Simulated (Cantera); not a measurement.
Input (Python, Cantera) and output of one run.

```python
import numpy as np
import cantera as ct

gas_names = """
    H H2 Pb Pb2
""".split()
cond_names = """
    Pb(cr) Pb(L)
""".split()


# ... load() reads the species with a 1 bar reference pressure and builds the phases ...
atoms = {
    'Pb': {'Pb': 1},
    'H2': {'H': 2},
}
top_T = {}  # K; cautious upper limits of use, not melting points


# ... equilibrate(T, P, feed) seeds the gas with the atoms and calls Mixture.equilibrate('TP', solver="vcs", rtol=1e-11, max_steps=5000) ...
results = []
feed = {'Pb': 1, 'H2': 0.14}  # mol
P = 101325  # Pa
for T in [473, 573, 673, 773, 873, 973, 1073, 1173, 1273, 1373, 1473, 1573]:
    mix = equilibrate(T, P, feed)
    results.append((T, P, feed, dict(zip(mix.species_names, mix.species_moles))))

top = {s: max(r[3][s] / sum(r[3][g] for g in gas_names) for r in results) for s in gas_names}
cols = sorted((s for s in top if top[s] > 0.0001), key=lambda s: -top[s])[:6]
seen = [c for c in cond_names if any(r[3].get(c, 0) > 1e-12 for r in results)]
print("log10 of partial pressures in bar; condensed amounts in mol")
print(f"{'T/K':>10s}" + "".join(f"{s[:9]:>10s}" for s in cols + seen))
for T, P, feed, n in results:
    ng = sum(n[g] for g in gas_names)
    print(f"{T:10.4g}" + "".join(f"{np.log10(max(n[s] / ng * P / 1e5, 1e-99)):10.3f}" for s in cols)
          + "".join(f"{n.get(c, 0):10.4g}" for c in seen))
```

It prints:

```
log10 of partial pressures in bar; condensed amounts in mol
       T/K        H2        Pb    Pb(cr)     Pb(L)
       473     0.006   -15.811         1         0
       573     0.006   -12.079         1         0
       673     0.006    -9.514         0         1
       773     0.006    -7.637         0         1
       873     0.006    -6.197         0         1
       973     0.006    -5.058         0         1
      1073     0.006    -4.136         0         1
      1173     0.006    -3.375         0    0.9999
      1273     0.005    -2.736         0    0.9997
      1373     0.003    -2.193         0    0.9991
      1473    -0.002    -1.725         0    0.9973
      1573    -0.015    -1.319         0     0.993
```

Method: chemical equilibrium by Gibbs-energy minimisation in Cantera with the NASA 1993 tables (ideal gas, pure condensed phases).
